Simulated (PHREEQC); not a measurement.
Consider water at 25 °C with 1.33 mol/kgw MgSO4 and 0.51 mol/kgw NaCl. Closed to the air; pH follows from the charge balance.

All values are PHREEQC results (Pitzer model, pitzer.dat), not measurements.

This is a speciation only: nothing precipitates in the calculation.

Problem. Predict the activity of water, osmotic coefficient, density.

Solution. activity of water 0.951; osmotic coefficient 0.758; density 1.161 g/cm³.
